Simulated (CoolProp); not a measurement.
Vapour-liquid equilibrium of propylene (1) + cyclohexane (2) at 326.7 K; x and y are mole fractions of (1).

Model: multi-fluid Helmholtz-energy mixture model, Lemmon 2013 and Zhou 2014; pair parameters Bell 2016, in CoolProp.

### Question
Give the bubble pressure and the first vapour's composition at x = 0.575, 0.8, 0.875. Is there an azeotrope?

### Answer
x = 0.575: 12.37 bar, y = 0.975; x = 0.8: 16.96 bar, y = 0.987; x = 0.875: 18.67 bar, y = 0.991. No azeotrope shows between x = 0.05 and 0.95.

The pair parameters rest on a limited set of measurements; away from them the model extrapolates. The gap from Raoult's law changes sign with composition, which may be real or a fault of the pair parameters; it wasn't checked against measurements.
